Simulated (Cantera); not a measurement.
A diamond (100) surface in a fixed gas of H2 with x(CH4) = 0.014, x(H) = 0.032, x(CH3) = 3.2e-05, 0.0168 atm; coverages are run to steady state.

Detailed kinetics in Cantera: the Harris–Goodwin 1993 mechanism for the reconstructed diamond (100) surface.

One state of this run: growth (µm/h) = 0.358; θ c6HH = 0.473; θ c6H* = 0.0332; θ c6*H = 0.469; θ c6** = 0.0243; θ c6HM = 0.000210. θ: site fractions in the mechanism's names (c6HH fully hydrogenated, c6H* and c6*H radical sites, c6** diradical, c6HM methylated).

Which value of T (K) does it belong to?
A. 1075
B. 1150
C. 1000
D. 1375

B, 1150
